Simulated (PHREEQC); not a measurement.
Solution A (0.00073 mol/kgw Na2HAsO4 and 0.0046 mol/kgw HCl) is mixed with solution B (2.1 mmol/kgw H2SeO3 and 0.083 mmol/kgw H3PO4) at 20 °C; shares are by mass of water, 1 kg in all. No oxygen is let in. The system is closed to CO2. Only these solids could form: Halite.

All values are PHREEQC results (ion-association model, wateq4f.dat), not measurements.

| share of solution B | pH | H2PO4- (mol/kgw) | H2AsO4- (mol/kgw) | HSeO3- (mol/kgw) | H2SeO3 (mol/kgw) | H3AsO4 (mol/kgw) |
|---|---|---|---|---|---|---|
| 0 | 2.47 | 0 | 0.000459 | 0 | 0 | 0.000271 |
| 0.1 | 2.51 | 5.92e-6 | 0.000424 | 7.98e-5 | 0.000130 | 0.000233 |
| 0.2 | 2.54 | 1.21e-5 | 0.000386 | 0.000167 | 0.000253 | 0.000198 |
| 0.3 | 2.58 | 1.85e-5 | 0.000347 | 0.000263 | 0.000367 | 0.000164 |
| 0.4 | 2.61 | 2.52e-5 | 0.000305 | 0.000368 | 0.000472 | 0.000133 |
| 0.5 | 2.65 | 3.22e-5 | 0.000261 | 0.000483 | 0.000567 | 0.000104 |
| 0.6 | 2.70 | 3.94e-5 | 0.000215 | 0.000609 | 0.000651 | 7.74e-5 |
| 0.7 | 2.74 | 4.69e-5 | 0.000165 | 0.000748 | 0.000722 | 5.39e-5 |
| 0.8 | 2.79 | 5.47e-5 | 0.000113 | 0.000900 | 0.000780 | 3.31e-5 |
| 0.9 | 2.84 | 6.27e-5 | 5.79e-5 | 0.00107 | 0.000824 | 1.51e-5 |
| 1 | 2.90 | 7.10e-5 | 0 | 0.00125 | 0.000854 | 0 |

H3PO4, which wateq4f.dat lacks, is added to it with the constant of phreeqc.dat.
